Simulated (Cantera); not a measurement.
Input (Python, Cantera) and output of one run.

```python
import numpy as np
import cantera as ct

gas_names = """
    C CN C2 CCN CNC C2N2 C3 C4 C4N2 C5 N N2 Si SiC SiC2 SiN Si2 Si2C Si2N Si3
""".split()
cond_names = """
    C(gr) Si(cr) Si(L) SiC(b) Si3N4(a)
""".split()


def load(file, names, dense=False):
    # The tables refer to 1 bar. Condensed volumes are neglected.
    table = {s.name: s for s in ct.Species.list_from_file(file)}
    out = []
    for n in names:
        d = dict(table[n].input_data)
        d["thermo"] = dict(d["thermo"], **{"reference-pressure": 1e5})
        if dense:
            d["equation-of-state"] = {"model": "constant-volume", "density": "1e6 g/cm^3"}
        out.append(ct.Species.from_dict(d))
    return out


gas = ct.Solution(thermo="ideal-gas", species=load("nasa_gas.yaml", gas_names))
cond = {s.name: ct.Solution(thermo="fixed-stoichiometry", species=[s], name=s.name)
        for s in load("nasa_condensed.yaml", cond_names, dense=True)}
atoms = {
    'SiC': {'Si': 1, 'C': 1},
    'Si': {'Si': 1},
    'N2': {'N': 2},
}
top_T = {'C(gr)': 4500, 'SiC(b)': 3050, 'Si3N4(a)': 2400}  # K; cautious upper limits of use, not melting points


def equilibrate(T, P, feed):
    n = {}
    for name, mol in feed.items():
        for a, k in atoms[name].items():
            n[a] = n.get(a, 0.0) + k * mol
    gas.TPX = T, P, n
    mass = sum(n.values()) * gas.mean_molecular_weight
    gas.equilibrate("TP")
    valid = [c for c in cond.values() if c.min_temp <= T <= top_T.get(c.name, c.max_temp)]
    mix = ct.Mixture([(gas, mass / gas.mean_molecular_weight)] + [(c, 0.0) for c in valid])
    mix.T, mix.P = T, P
    mix.equilibrate("TP", solver="vcs", rtol=1e-11, max_steps=5000)
    return mix


results = []
feed = {'SiC': 1, 'Si': 0.36, 'N2': 7.1}  # mol
T = 1998.15  # K
P = 101325  # Pa
mix = equilibrate(T, P, feed)
results.append((T, P, feed, dict(zip(mix.species_names, mix.species_moles))))
x = sorted(zip(gas.X, gas.species_names), reverse=True)
print(f"T = {T:g} K  P = {P:g} Pa  gas = {mix.phase_moles(0):.4g} mol")
print("   x: " + "  ".join(f"{s} {v:.3e}" for v, s in x if v > 0.001))
print("   condensed (mol): " + ("  ".join(f"{mix.phase(i).name} {mix.phase_moles(i):.4g}"
      for i in range(1, mix.n_phases) if mix.phase_moles(i) > 1e-12) or "none"))
```

Result:

```
T = 1998.15 K  P = 101325 Pa  gas = 6.86 mol
   x: N2 1.000e+00
   condensed (mol): SiC(b) 1  Si3N4(a) 0.12
```

Method: chemical equilibrium by Gibbs-energy minimisation in Cantera with the NASA 1993 tables (ideal gas, pure condensed phases). Mutual solubility and eutectic melting of coexisting phases are not modelled.
